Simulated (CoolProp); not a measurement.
Vapour-liquid equilibrium of n-pentane (1) + acetone (2) at 116 kPa; x and y are mole fractions of (1).

Model: multi-fluid Helmholtz-energy mixture model, Thol 2019 and Lemmon 2006; pair parameters Bell 2016, in CoolProp.

Question: Give the bubble temperature and the first vapour's composition at x = 0.15, 0.75, 0.85. Is there an azeotrope?

Answer: x = 0.15: 317.2 K, y = 0.489; x = 0.75: 309.6 K, y = 0.739; x = 0.85: 310.0 K, y = 0.796. y crosses x between x = 0.65 and 0.75: the model has an azeotrope there.

The pair parameters rest on a limited set of measurements; away from them the model extrapolates.
